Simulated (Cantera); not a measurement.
# Gas activation for diamond growth

An isothermal, constant-pressure homogeneous reactor starts with 3.57 % CH₄, 96.4 % H₂, at 1850 K and 0.0267 bar.

Cantera simulation using GRI-Mech 3.0 (53 species, 325 reactions); the numbers are that mechanism's predictions, not measurements. GRI-Mech 3.0 stops at C3 and has no aromatics, soot or wall deposition, so with more carbon than oxygen in the feed, carbon stays in small species such as C2H2 where larger ones or solid carbon would form. Radical loss at walls, strong at low pressure, is not modelled.

| t (s) | x CH₄ | x H₂ | x C₂H₆ | x C₂H | x H | x CH₂ |
|---|---|---|---|---|---|---|
| 6.00e-5 | 0.0357 | 0.964 | 4.54e-11 | <1e-12 | 1.05e-5 | 6.73e-11 |
| 0.000153 | 0.0357 | 0.964 | 6.75e-10 | <1e-12 | 2.72e-5 | 5.53e-10 |
| 0.000391 | 0.0356 | 0.964 | 7.99e-9 | <1e-12 | 6.97e-5 | 4.02e-9 |
| 0.000999 | 0.0355 | 0.964 | 6.96e-8 | <1e-12 | 0.000178 | 2.70e-8 |
| 0.00255 | 0.0353 | 0.964 | 4.48e-7 | 1.13e-11 | 0.000454 | 1.70e-7 |
| 0.00651 | 0.0345 | 0.963 | 2.02e-6 | 1.22e-9 | 0.00111 | 9.32e-7 |
| 0.0166 | 0.0309 | 0.964 | 4.08e-6 | 3.44e-8 | 0.00210 | 2.71e-6 |
| 0.0424 | 0.0222 | 0.968 | 2.60e-6 | 1.61e-7 | 0.00249 | 2.78e-6 |
| 0.108 | 0.0120 | 0.974 | 8.39e-7 | 3.31e-7 | 0.00271 | 1.91e-6 |
| 0.277 | 0.00497 | 0.977 | 1.61e-7 | 4.80e-7 | 0.00298 | 1.02e-6 |
| 0.706 | 0.00181 | 0.979 | 2.32e-8 | 5.66e-7 | 0.00317 | 4.36e-7 |
| 1.80 | 0.000664 | 0.979 | 3.26e-9 | 6.03e-7 | 0.00326 | 1.71e-7 |
| 4.60 | 0.000269 | 0.979 | 5.90e-10 | 6.14e-7 | 0.00328 | 7.08e-8 |
| 11.8 | 0.000152 | 0.979 | 2.27e-10 | 6.17e-7 | 0.00329 | 4.01e-8 |
| 30.0 | 0.000136 | 0.979 | 1.94e-10 | 6.18e-7 | 0.00329 | 3.60e-8 |
x: mole fraction; the columns are a selection and need not sum to one.

Equilibrium at this temperature and pressure: CH₄ 0.000136, H₂ 0.979, C₂H₆ 1.94e-10, C₂H 6.18e-7, H 0.00329, CH₂ 3.60e-8 (gas phase only).
